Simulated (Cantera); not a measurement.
An adiabatic, constant-volume homogeneous reactor starts with H₂ : O₂ : N₂ = 1 : 0.962 : 3.62 (molar parts), at 1300 K and 54000 Pa. Integrator tolerance rtol = 1e-08.

Detailed kinetics in Cantera: the H2/O2 subset of GRI-Mech 3.0, which has no nitrogen chemistry.

Problem. What does this change do: pressure from 54000 Pa to 160000 Pa?

Solution. 
| quantity | before | after |
|---|---|---|
| time of steepest temperature rise | 53.3 µs | 18.4 µs |
| temperature at 0.200 s | 2614 K | 2666 K |
| equilibrium temperature | 2614 K | 2666 K |
| x(H₂) at 0.200 s | 0.00611 (gas-phase equilibrium 0.00611) | 0.00451 (gas-phase equilibrium 0.00451) |
| x(O₂) at 0.200 s | 0.0845 (gas-phase equilibrium 0.0845) | 0.0852 (gas-phase equilibrium 0.0852) |
| x(HO₂) at 0.200 s | 1.27e-5 (gas-phase equilibrium 1.27e-5) | 1.92e-5 (gas-phase equilibrium 1.92e-5) |
| x(OH) at 0.200 s | 0.0215 (gas-phase equilibrium 0.0215) | 0.0191 (gas-phase equilibrium 0.0191) |
| x(H₂O₂) at 0.200 s | 4.55e-7 (gas-phase equilibrium 4.55e-7) | 8.98e-7 (gas-phase equilibrium 8.98e-7) |
| x(H₂O) at 0.200 s | 0.175 (gas-phase equilibrium 0.175) | 0.180 (gas-phase equilibrium 0.180) |

Problem. What does this change do: initial temperature 1300 to 1150 K?

Solution. 
```json
[
 {"quantity": "time of steepest temperature rise", "before": "53.3 µs", "after": "0.110 ms"},
 {"quantity": "temperature at 0.200 s", "before": "2614 K", "after": "2547 K"},
 {"quantity": "equilibrium temperature", "before": "2614 K", "after": "2547 K"},
 {"quantity": "x(H₂) at 0.200 s", "before": "0.00611 (gas-phase equilibrium 0.00611)", "after": "0.00439 (gas-phase equilibrium 0.00439)"},
 {"quantity": "x(O₂) at 0.200 s", "before": "0.0845 (gas-phase equilibrium 0.0845)", "after": "0.0857 (gas-phase equilibrium 0.0857)"},
 {"quantity": "x(HO₂) at 0.200 s", "before": "1.27e-5 (gas-phase equilibrium 1.27e-5)", "after": "1.13e-5 (gas-phase equilibrium 1.13e-5)"},
 {"quantity": "x(OH) at 0.200 s", "before": "0.0215 (gas-phase equilibrium 0.0215)", "after": "0.0175 (gas-phase equilibrium 0.0175)"},
 {"quantity": "x(H₂O₂) at 0.200 s", "before": "4.55e-7 (gas-phase equilibrium 4.55e-7)", "after": "4.31e-7 (gas-phase equilibrium 4.31e-7)"},
 {"quantity": "x(H₂O) at 0.200 s", "before": "0.175 (gas-phase equilibrium 0.175)", "after": "0.181 (gas-phase equilibrium 0.181)"}
]
```
